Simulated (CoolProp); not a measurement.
Vapour-liquid equilibrium of isopentane (1) + R365MFC (2) at 1.6 MPa; x and y are mole fractions of (1).

Model: multi-fluid Helmholtz-energy mixture model, Lemmon 2006 and Lemmon 2016; pair parameters Bell 2016, in CoolProp.

```tsv
x	bubble temperature (°C)	y at the bubble point	dew temperature at overall composition x (°C)	liquid density (mol/L)
0.05	143.6	0.086	145.0	6.195
0.2	136.2	0.286	139.3	?
0.35	?	?	134.1	6.228
0.5	130.1	?	130.5	6.228
0.65	130.0	0.629	130.2	?
0.8	131.9	0.744	?	6.339
0.95	137.6	0.917	?	6.404
```

Task: Fill in the missing entries.

Result: 
- 0.2, liquid density (mol/L): 6.232
- 0.35, bubble temperature (°C): 132.1
- 0.35, y at the bubble point: 0.424
- 0.5, y at the bubble point: 0.530
- 0.65, liquid density (mol/L): 6.265
- 0.8, dew temperature at overall composition x (°C): 133.5
- 0.95, dew temperature at overall composition x (°C): 138.9

y crosses x between x = 0.5 and 0.65: the model has an azeotrope there.

Pair parameters are fitted to limited data, so mixtures are less certain than the pure fluids.
